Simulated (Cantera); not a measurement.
**Equilibrium for silicon carbide growth: SiH₄ + HCl + H₂ + C₂H₂**

Input: 1 mol SiH₄, 0.66 mol HCl, 1300 mol H₂, 0.071 mol C₂H₂, at 1577 °C and 18.0 mbar.

These are equilibrium values from Cantera (NASA tables, ideal gas, pure condensed phases), not measurements of a reactor. Candidate condensed phases: C, C₆H₆, C₇H₈, C₈H₁₈, Si, SiC; 109 gas species. Mutual solubility and eutectic melting of coexisting phases are not modelled. Gases not in the tables: Si₂H₆ and higher silanes. Kinetics and transport are ignored.

```
Item                                       Result
--------------------------------------  ---------
x(H₂)                                       0.995
x(H)                                      0.00401
x(HCl)                                   0.000501
x(Si)                                    0.000358
x(SiH)                                    4.75e-5
x(SiH₂)                                   4.20e-5
x(Si₂C)                                   4.93e-6
x(Si₂)                                    2.51e-6
x(SiCl)                                   1.57e-6
n(Si(l))                                0.256 mol
n(SiC(s))                               0.134 mol
gas amount                               1306 mol
log10 activity of C(graphite) (absent)      -1.52
```
